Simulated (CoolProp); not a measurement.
Values from CoolProp's reference Helmholtz-energy equation of state, Thol 2018.

### Question
Give the vapour pressure (bar), vapour density (kg/m³), enthalpy of vaporisation (kJ/kg), liquid cp (kJ/(kg K)) of saturated hydrogen chloride at -26.25, -21.35, -16.55 °C.

### Answer
```tsv
T (°C)	p (bar)	vapour density (kg/m³)	enthalpy of vaporisation (kJ/kg)	liquid cp (kJ/(kg K))
-26.25	12.2	25.5	365	1.81
-21.35	14.2	29.7	356	1.83
-16.55	16.4	34.4	347	1.87
```
